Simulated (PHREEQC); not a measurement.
Solution (25 °C): 0.011 mol K2CO3, 6.6e-05 mol Fe(NO3)3 and 0.0002 mol KH2PO4 per kg of water. Closed to the air; pH follows from the charge balance.

Model: ion-association model, wateq4f.dat, run in PHREEQC.

No solid was allowed to form.

Estimate the pH, ionic strength.

pH 10.93; ionic strength 0.0319 mol/kgw.

In which forms is C present?

CO3-2 86 %, HCO3- 14 % of the C.

Examples of supersaturated solids here: Fe(OH)3(a), Hematite (slow to form). Others may be too. H3PO4, which wateq4f.dat lacks, is added to it with the constant of phreeqc.dat.
